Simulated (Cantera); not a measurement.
A perfectly stirred reactor is fed with 10.2 % CH4, 15.7 % O2, 74.2 % N2, equivalence ratio 1.3, at 0.820 bar; it is adiabatic with a 675 K inlet, and is followed from long to short residence time, starting on the burning branch (τ in s: 0.12, 0.038, 0.013, 0.0043, 0.0014, 0.00047, 0.00016, 5.3e-05, 1.8e-05, 5.9e-06).

Cantera simulation using GRI-Mech 3.0 (53 species, 325 reactions); the numbers are that mechanism's predictions, not measurements.

Problem. Predict: blow-out, bracketed by the residence times tried; x(CH4) at τ = 0.120 s; x(O2) at τ = 0.120 s; x(NO) at τ = 0.120 s; x(HO2) at τ = 0.120 s; x(CH4) at τ = 0.470 ms; x(O2) at τ = 0.470 ms; x(C2H) at τ = 0.470 ms; x(NO) at τ = 0.470 ms; x(HO2) at τ = 0.470 ms.

Solution. 
```
Quantity                                                                         Value
------------------------------------------------  ------------------------------------
blow-out, bracketed by the residence times tried  burning at 0.470 ms, out at 0.160 ms
x(CH4) at τ = 0.120 s                                                          1.77e-5
x(O2) at τ = 0.120 s                                                          0.000115
x(NO) at τ = 0.120 s                                                          0.000255
x(HO2) at τ = 0.120 s                                                          3.18e-8
x(CH4) at τ = 0.470 ms                                                        0.000526
x(O2) at τ = 0.470 ms                                                          0.00437
x(C2H) at τ = 0.470 ms                                                         1.05e-7
x(NO) at τ = 0.470 ms                                                         0.000196
x(HO2) at τ = 0.470 ms                                                         1.57e-6
```
